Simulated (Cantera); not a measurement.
A closed system holds: 1 mol CuO, 200 mol H₂, 5.2 mol H₂O, at 83.0 mbar.

These are equilibrium values from Cantera (NASA tables, ideal gas, pure condensed phases), not measurements of a reactor. Candidate condensed phases: Cu, CuO, Cu(OH)₂, Cu₂O, H₂O; 12 gas species. Kinetics and transport are ignored. All values below are at 2223 K.

Base state: H₂ 0.944, H₂O 0.0296, H 0.0216, Cu 0.00480, OH 9.80e-5 (mole fractions); condensed: gas only.

### Question
What changes in the equilibrium state with this change: pressure from 83.0 mbar to 13.3 mbar?

### Answer
```json
[
 {"species": "H₂", "before": "0.944", "after": "0.913"},
 {"species": "H", "before": "0.0216", "after": "0.0530"},
 {"species": "H₂O", "before": "0.0296", "after": "0.0290"},
 {"species": "Cu", "before": "0.00480", "after": "0.00472"},
 {"species": "OH", "before": "9.80e-5", "after": "0.000243"}
]
```

### Question
What changes in the equilibrium state with this change: CuO replaced by Fe₂O₃?

### Answer
```csv
species,before,after
H₂,0.944,0.930
H₂O,0.0296,0.0390
H,0.0216,0.0214
Fe,0,0.00953
Cu,0.00480,0
FeO,0,1.29e-5
OH,9.80e-5,0.000130
```
Further candidate phases: Fe, FeO, Fe(OH)₂, Fe(OH)₃, Fe₂O₃, Fe₃O₄.

### Question
What changes in the equilibrium state with this change: pressure from 83.0 mbar to 4.00 mbar?

### Answer
| species | before | after |
|---|---|---|
| H₂ | 0.944 | 0.872 |
| H | 0.0216 | 0.0946 |
| H₂O | 0.0296 | 0.0282 |
| Cu | 0.00480 | 0.00462 |
| O | 1.56e-6 | 3.32e-5 |
| OH | 9.80e-5 | 0.000441 |
